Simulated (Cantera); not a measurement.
A perfectly stirred reactor is fed with CO : O2 : H2O : N2 = 0.0072 : 0.037 : 0.022 : 1 (molar parts), equivalence ratio 0.097, at 5.00 bar; it is held at 1348 K, and followed from long to short residence time.

Cantera simulation using GRI-Mech 3.0 (53 species, 325 reactions); the numbers are that mechanism's predictions, not measurements.

Question: What does this change do: CO 0.0072 to 0.0026 parts?

Answer: 
| quantity | before | after |
|---|---|---|
| x(CO) at τ = 16.0 s | 4.69e-6 | 2.13e-6 |
| x(O2) at τ = 16.0 s | 0.0314 | 0.0337 |
| x(H2O) at τ = 16.0 s | 0.0207 | 0.0207 |
| x(NO) at τ = 16.0 s | 1.19e-7 | 4.76e-8 |
| x(OH) at τ = 16.0 s | 6.31e-6 | 5.00e-6 |
| x(CO) at τ = 55.0 ms | 0.000270 | 0.000129 |
| x(O2) at τ = 55.0 ms | 0.0316 | 0.0337 |
| x(H2O) at τ = 55.0 ms | 0.0207 | 0.0207 |
| x(NO) at τ = 55.0 ms | 1.71e-7 | 4.61e-8 |
| x(OH) at τ = 55.0 ms | 3.04e-5 | 2.27e-5 |

Question: What does this change do: H2O 0.022 to 0.0084 parts?

Answer: 
```csv
quantity,before,after
x(CO) at τ = 16.0 s,4.69e-6,6.06e-6
x(O2) at τ = 16.0 s,0.0314,0.0318
x(H2O) at τ = 16.0 s,0.0207,0.00801
x(NO) at τ = 16.0 s,1.19e-7,3.05e-7
x(OH) at τ = 16.0 s,6.31e-6,4.94e-6
x(CO) at τ = 55.0 ms,0.000270,0.000353
x(O2) at τ = 55.0 ms,0.0316,0.0320
x(H2O) at τ = 55.0 ms,0.0207,0.00799
x(NO) at τ = 55.0 ms,1.71e-7,4.43e-7
x(OH) at τ = 55.0 ms,3.04e-5,2.32e-5
```
